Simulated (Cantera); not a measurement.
A closed system holds: 1 mol Si, 0.78 mol Br₂, 5.6 mol H₂, held at 1.60 Pa.

Cantera equilibrium calculation (NASA polynomials, part measured and part estimated; ideal gas, pure solids and liquids). Candidate condensed phases: Br₂, Si; 19 gas species. The tables' values for SiBr₃ are old estimates; treat these amounts as uncertain. The numbers say what is thermodynamically allowed, not how fast it happens. All values below are at 998 K.

Base state: H₂ 0.805, HBr 0.155, SiBr₂ 0.0322, SiBr₄ 0.00576, SiBr₃ 0.000862, Br 0.000161, SiHBr₃ 0.000120 (mole fractions); condensed: Si(s).

Task: What changes in the equilibrium state with this change: pressure from 1.60 Pa to 1000 Pa?

Result: 
```tsv
species	before	after
H₂	0.805	0.892
HBr	0.155	0.0549
SiBr₄	0.00576	0.0457
SiBr₂	0.0322	0.00363
SiH₂Br₂	1.18e-6	9.18e-5
Br	0.000161	2.16e-6
SiHBr₃	0.000120	0.00298
SiBr₃	0.000862	0.000815
Si(s), mol	0.753	0.676
```
